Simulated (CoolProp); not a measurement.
Saturation properties of CF4 (R14).

Computed with CoolProp (reference Helmholtz-energy equation of state, Platzer 1990). This equation is an older, rougher fit; its heat capacities, sound speeds and derivatives of the liquid may be far off and weren't checked against measurements.

```
T (K)  p (bar)  liquid density (kg/m³)  vapour viscosity (µPa s)
-----  -------  ----------------------  ------------------------
151.7    1.576                    1567                      9.19
157.7    2.272                    1534                      9.64
163.7    3.181                    1499                      10.1
169.7    4.340                    1463                      10.6
175.6    5.763                    1426                      11.1
181.6    7.538                    1386                      11.6
187.6    9.688                    1343                      12.2
193.6    12.26                    1297                      12.9
199.6    15.30                    1247                      13.7
205.5    18.81                    1191                      14.6
```

It boils at 145.1 K under 1 atm.

Viscosity comes from a separate model (Huber 2003), an estimate that may be off by 10 % or more.
